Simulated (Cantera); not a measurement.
## acetone + NH₃ (carbon deposition, reforming and gasification)

A closed system holds: 1 mol acetone, 1.2 mol NH₃, held at 2823 K and 70000 Pa.

Equilibrium computed with Cantera from the NASA thermochemical tables; the gas is ideal and each condensed phase is pure. Candidate condensed phases: C, C₆H₆, C₇H₈, C₈H₁₈, H₂O; 136 gas species. The feed counts by its element totals alone. Equilibrium is a limit: real reactors are often held back by kinetics, nucleation or transport.

The x(H₂) is 0.634, the x(CO) is 0.150 and the x(H) is 0.0844. The x(N₂) is 0.0716 and the x(HCN) comes out as 0.0308. The x(C₂H₂ (acetylene)) is 0.0228 and the x(HNC) comes out as 0.00501. The x(C₂H) is 0.000398, the x(CN) comes out as 0.000354 and the n(C(graphite)) is 1.43 mol. The gas amount is 6.685 mol.
